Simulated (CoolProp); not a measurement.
The fluid at 293.15 K and 0.658 MPa flows at 1.4 m/s in a round tube of 12.7 mm bore and 15 µm roughness, fully developed (64/Re and Nu = 3.66 if laminar; Colebrook and Gnielinski if turbulent). The same conditions are run with several fluids, on thermodynamics alone (safety and materials aside).

Computed with CoolProp (reference Helmholtz-energy equation of state of each fluid (ammonia: Gao 2020; normal hydrogen: Leachman 2009; carbon dioxide: Span 1996; C2F6 (R116): Lemmon 2006; oxygen: Schmidt 1985)).

```tsv
fluid	Reynolds number	Darcy friction factor	pressure drop (Pa/m)	heat-transfer coefficient (W/(m² K))	mass flow (kg/h)
ammonia	9110	0.0333	12.8	69.1	3.19
normal hydrogen	1100	0.0584	2.44	53.1	0.346
carbon dioxide	14900	0.0300	28.5	60.5	7.86
C2F6 (R116)	51600	0.0244	75.9	153	25.7
oxygen	7570	0.0348	23.3	50.9	5.54
```

Transport values come from each fluid's own correlations; those of C2F6 (R116) are estimates that may be off by 10 % or more.
